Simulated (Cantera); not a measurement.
A closed system holds: 1 mol CO₂, 0.15 mol H₂, 0.34 mol N₂, equilibrated at 2248.15 K and 260000 Pa.

Cantera equilibrium calculation (NASA polynomials, part measured and part estimated; ideal gas, pure solids and liquids). Candidate condensed phases: C, C₆H₆, C₇H₈, C₈H₁₈, H₂O; 136 gas species. Equilibrium is a limit: real reactors are often held back by kinetics, nucleation or transport.

Base state: CO₂ 0.570, N₂ 0.228, CO 0.100, H₂O 0.0966, H₂ 0.00312, OH 0.00118, O₂ 0.000865, NO 0.000485 (mole fractions); condensed: gas only.

Question: What changes in the equilibrium state with this change: temperature from 2248.15 K to 1623 K?

Answer: 
```tsv
species	before	after
CO₂	0.570	0.576
N₂	0.228	0.228
CO	0.100	0.0956
H₂	0.00312	0.00512
H₂O	0.0966	0.0956
O₂	0.000865	1.01e-8
O	6.65e-5	1.18e-9
NO	0.000485	2.51e-7
```
